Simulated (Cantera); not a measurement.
A closed system holds: 1 mol Si, 13 mol HBr, held at 850 K and 0.100 bar.

Method: chemical equilibrium by Gibbs-energy minimisation in Cantera with the NASA 1993 tables (ideal gas, pure condensed phases). Candidate condensed phases: Br2, Si; 19 gas species. The numbers say what is thermodynamically allowed, not how fast it happens.

Base state: HBr 0.750, H2 0.167, SiBr4 0.0833, SiHBr3 1.72e-5 (mole fractions); condensed: gas only.

### Question
What changes in the equilibrium state with this change: temperature from 850 K to 1548.15 K?

### Answer
```json
[
 {"species": "HBr", "before": "0.750", "after": "0.771"},
 {"species": "H2", "before": "0.167", "after": "0.132"},
 {"species": "SiBr4", "before": "0.0833", "after": "0.0392"},
 {"species": "SiBr2", "before": "1.86e-9", "after": "0.0312"},
 {"species": "Br", "before": "8.93e-7", "after": "0.0174"},
 {"species": "H", "before": "<1e-9", "after": "3.54e-5"},
 {"species": "SiBr3", "before": "4.03e-7", "after": "0.00871"}
]
```
The tables' values for SiBr3 are old estimates; treat these amounts as uncertain.
